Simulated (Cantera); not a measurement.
Cantera run, input and output.

```python
import numpy as np
import cantera as ct

gas = ct.Solution("h2o2.yaml")
gas.TPX = 1050, 1333, {'H2': 0.21, 'O2': 1}
inlet = ct.Reservoir(gas, clone=True)

reactor = ct.IdealGasConstPressureReactor(gas, energy="off", clone=False)
exhaust = ct.Reservoir(gas, clone=True)
tau = [5.8, 3, 1.5, 0.76, 0.38, 0.19, 0.098, 0.05, 0.025, 0.013, 0.0064][0]
for a, b in ((inlet, reactor), (reactor, exhaust)):
    ct.MassFlowController(a, b, mdot=lambda t: reactor.mass / tau)
net = ct.ReactorNet([reactor])
show = ['H2', 'O2', 'OH', 'H2O2', 'H2O', 'H', 'HO2']

rows = []
print(f"{'tau/s':>10s}{'T/K':>9s}" + "".join(f"{s:>11s}" for s in show))
for tau in [5.8, 3, 1.5, 0.76, 0.38, 0.19, 0.098, 0.05, 0.025, 0.013, 0.0064]:
    net.initial_time = 0.0
    net.advance(30 * tau)
    before = gas.X
    net.advance(40 * tau)
    drift = np.max(np.abs(gas.X - before) / (gas.X + 1e-9))
    rows.append([gas.T, *gas[show].X, drift])
    print(f"{tau:10.3e}{gas.T:9.1f}" + "".join(f"{x:11.3e}" for x in gas[show].X))
```

It prints:

```
     tau/s      T/K         H2         O2         OH       H2O2        H2O          H        HO2
 5.800e+00   1050.0  3.017e-04  8.092e-01  5.281e-04  2.705e-07  1.893e-01  6.195e-05  3.940e-06
 3.000e+00   1050.0  4.551e-04  8.089e-01  6.623e-04  3.069e-07  1.890e-01  1.196e-04  5.017e-06
 1.500e+00   1050.0  6.968e-04  8.084e-01  8.431e-04  3.441e-07  1.885e-01  2.385e-04  6.278e-06
 7.600e-01   1050.0  1.051e-03  8.076e-01  1.072e-03  3.779e-07  1.878e-01  4.680e-04  7.595e-06
 3.800e-01   1050.0  1.589e-03  8.063e-01  1.375e-03  4.082e-07  1.867e-01  9.269e-04  8.952e-06
 1.900e-01   1050.0  2.389e-03  8.044e-01  1.767e-03  4.328e-07  1.848e-01  1.823e-03  1.024e-05
 9.800e-02   1050.0  3.513e-03  8.016e-01  2.246e-03  4.495e-07  1.821e-01  3.440e-03  1.133e-05
 5.000e-02   1050.0  5.181e-03  7.974e-01  2.856e-03  4.576e-07  1.777e-01  6.438e-03  1.219e-05
 2.500e-02   1050.0  7.703e-03  7.913e-01  3.619e-03  4.556e-07  1.706e-01  1.185e-02  1.272e-05
 1.300e-02   1050.0  1.116e-02  7.836e-01  4.442e-03  4.456e-07  1.607e-01  1.992e-02  1.283e-05
 6.400e-03   1050.0  1.668e-02  7.744e-01  5.376e-03  4.337e-07  1.460e-01  3.164e-02  1.250e-05
```

Computed with Cantera and the H2/O2 subset of GRI-Mech 3.0, which has no nitrogen chemistry. Radical loss at walls, strong at low pressure, is not modelled. The temperature is held fixed by assumption; the heat of reaction is taken as removed at once.
